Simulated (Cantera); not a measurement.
Feed: 1 mol SiCl4, 1.6 mol N2, 33 mol H2, held at 47.0 Pa.

Method: chemical equilibrium by Gibbs-energy minimisation in Cantera with the NASA 1993 tables (ideal gas, pure condensed phases). Candidate condensed phases: NH4Cl, Si, Si3N4; 28 gas species. N2 is the only nitrogen source here; it is nearly inert below about 1500 K, so the nitride shown seldom forms there in practice. The tables' values for SiCl3 are old estimates; treat these amounts as uncertain. The numbers say what is thermodynamically allowed, not how fast it happens. All values below are at 1102 °C.

Base state: H2 0.867, HCl 0.0907, N2 0.0324, SiCl2 0.00972, H 0.000147, SiCl3 0.000123, Cl 1.28e-5 (mole fractions); condensed: Si3N4(s).

What changes in the equilibrium state with this change: SiCl4 replaced by Si2Cl6?


```csv
species,before,after
H2,0.867,0.837
HCl,0.0907,0.118
N2,0.0324,0.0221
SiCl2,0.00972,0.0219
SiCl4,7.20e-6,2.84e-5
SiCl3,0.000123,0.000368
SiHCl3,4.39e-6,1.29e-5
"Si3N4(s), mol",0.215,0.393
```
The feed counts by its element totals alone.
